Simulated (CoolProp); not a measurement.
Properties of toluene along the isotherm 346.85 °C (Tc = 318.6 °C, pc = 4.126 MPa, ω = 0.266).

The numbers come from the reference Helmholtz-energy equation of state, Lemmon 2006 in CoolProp. It is a short technical equation, of lower accuracy than the large ones.

```
p (MPa)          phase  cv (kJ/(kg K))  viscosity (µPa s)  fugacity coefficient
-------  -------------  --------------  -----------------  --------------------
1.88               gas           2.132               14.6                0.8611
3.75               gas           2.199               16.2                0.7299
5.63     supercritical           2.305               30.0                0.5988
7.5      supercritical           2.230               51.4                0.4900
9.38     supercritical           2.211               60.7                0.4215
11.3     supercritical           2.202               67.4                0.3751
13.1     supercritical           2.197               72.5                0.3444
15       supercritical           2.193               77.1                0.3206
16.9     supercritical           2.191               81.1                0.3028
18.8     supercritical           2.189               84.8                0.2893
20.6     supercritical           2.188               88.1                0.2794
```

Viscosity comes from a separate model (Avgeri 2015).
